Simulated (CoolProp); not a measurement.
The numbers come from the reference Helmholtz-energy equation of state, Lemmon 2005 in CoolProp. It is a short technical equation, of lower accuracy than the large ones.

**Question.** For cis-2-butene, give the phase and the density (kg/m³), isothermal compressibility (1/MPa), expansivity (1/kK), fugacity coefficient at 487.6 K and 4.07 MPa.

**Answer.** 
- 487.6 K and 4.07 MPa: gas; density 76.9, isothermal compressibility 0.350, expansivity 5.55, fugacity coefficient 0.780
